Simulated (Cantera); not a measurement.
## Thermodynamics of aluminium and copper etching, feed Cu + HF + N2

A closed system holds: 1 mol Cu, 1.8 mol HF, 15 mol N2, at 7.50 Torr.

These are equilibrium values from Cantera (NASA tables, ideal gas, pure condensed phases), not measurements of a reactor. Candidate condensed phases: Cu, CuF2; 25 gas species. Equilibrium is a limit: real reactors are often held back by kinetics, nucleation or transport.

From 502 °C to 1052 °C the condensed part is Cu(s). From 1102 °C to 1152 °C the condensed part is Cu(l).

```
T (°C)   x N2   x HF     x CuF      x Cu      x H2       x H  n Cu(s)  n Cu(l)
------  -----  -----  --------  --------  --------  --------  -------  -------
502     0.893  0.107   2.15e-9    <1e-12   1.09e-9    <1e-12     1.00        0
552     0.893  0.107   1.08e-8    <1e-12   5.45e-9    <1e-12     1.00        0
602     0.893  0.107   4.52e-8  5.03e-12   2.27e-8    <1e-12    1.000        0
652     0.893  0.107   1.62e-7  6.02e-11   8.10e-8    <1e-12    1.000        0
702     0.893  0.107   5.06e-7  5.58e-10   2.53e-7  5.76e-12    1.000        0
752     0.893  0.107   1.41e-6   4.15e-9   7.08e-7  3.67e-11    1.000        0
802     0.893  0.107   3.59e-6   2.55e-8   1.80e-6  1.97e-10    1.000        0
852     0.893  0.107   8.38e-6   1.34e-7   4.19e-6  9.10e-10    1.000        0
902     0.893  0.107   1.82e-5   6.05e-7   9.09e-6   3.70e-9    1.000        0
952     0.893  0.107   3.70e-5   2.42e-6   1.85e-5   1.34e-8    0.999        0
1002    0.893  0.107   7.11e-5   8.66e-6   3.55e-5   4.39e-8    0.999        0
1052    0.893  0.107  0.000130   2.81e-5   6.49e-5   1.32e-7    0.997        0
1102    0.893  0.107  0.000224   8.23e-5  0.000112   3.63e-7        0    0.995
1152    0.892  0.107  0.000366  0.000217  0.000183   9.22e-7        0    0.990
```
x: gas mole fraction; n: condensed amount in mol.
